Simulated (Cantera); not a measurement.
Hydrocarbon pyrolysis for carbon deposition

An isothermal, constant-pressure homogeneous reactor starts with 0.990 % CH₄, 99.0 % N₂, at 1500 K and 1.70 bar.

Model: GRI-Mech 3.0 (53 species, 325 reactions), integrated in Cantera. GRI-Mech 3.0 stops at C3 and has no aromatics, soot or wall deposition, so with more carbon than oxygen in the feed, carbon stays in small species such as C2H2 where larger ones or solid carbon would form.

```json
[
 {"t (s)": "9.00e-6", "x CH₄": "0.00990", "x CH₂": "<1e-12", "x C₂H₂": "<1e-12", "x H": "1.21e-8", "x CH₃": "6.31e-8"},
 {"t (s)": "4.90e-5", "x CH₄": "0.00990", "x CH₂": "1.17e-12", "x C₂H₂": "<1e-12", "x H": "1.27e-8", "x CH₃": "3.97e-7"},
 {"t (s)": "0.000267", "x CH₄": "0.00990", "x CH₂": "2.32e-11", "x C₂H₂": "2.16e-12", "x H": "1.29e-8", "x CH₃": "2.19e-6"},
 {"t (s)": "0.00146", "x CH₄": "0.00989", "x CH₂": "3.70e-10", "x C₂H₂": "1.81e-9", "x H": "1.60e-8", "x CH₃": "9.37e-6"},
 {"t (s)": "0.00794", "x CH₄": "0.00981", "x CH₂": "2.09e-9", "x C₂H₂": "6.46e-7", "x H": "3.92e-8", "x CH₃": "2.30e-5"},
 {"t (s)": "0.0433", "x CH₄": "0.00911", "x CH₂": "5.19e-9", "x C₂H₂": "0.000114", "x H": "2.31e-7", "x CH₃": "3.56e-5"},
 {"t (s)": "0.236", "x CH₄": "0.00690", "x CH₂": "2.19e-9", "x C₂H₂": "0.00135", "x H": "6.34e-7", "x CH₃": "1.96e-5"},
 {"t (s)": "1.28", "x CH₄": "0.00346", "x CH₂": "7.96e-10", "x C₂H₂": "0.00315", "x H": "1.13e-6", "x CH₃": "8.26e-6"},
 {"t (s)": "7.00", "x CH₄": "0.000962", "x CH₂": "2.05e-10", "x C₂H₂": "0.00440", "x H": "1.50e-6", "x CH₃": "2.20e-6"}
]
```
x: mole fraction; the columns are a selection and need not sum to one.

Equilibrium at this temperature and pressure: CH₄ 4.73e-5, CH₂ 1.00e-11, C₂H₂ 0.000344, H 1.64e-6, CH₃ 1.07e-7 (gas phase only).
